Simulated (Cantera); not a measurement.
An isothermal, constant-pressure homogeneous reactor starts with 0.369 % CH4, 4.92 % O2, 94.7 % N2, at 1398 K and 3.06 atm.

Model: GRI-Mech 3.0 (53 species, 325 reactions), integrated in Cantera.

### Question
Predict: x(O2) at 2.00 s; x(NO) at 2.00 s; x(NO2) at 2.00 s.

### Answer
- x(O2) at 2.00 s: 0.0419 (gas-phase equilibrium 0.0417)
- x(NO) at 2.00 s: 1.88e-7 (gas-phase equilibrium 0.000352)
- x(NO2) at 2.00 s: 1.10e-9 (gas-phase equilibrium 2.06e-6)
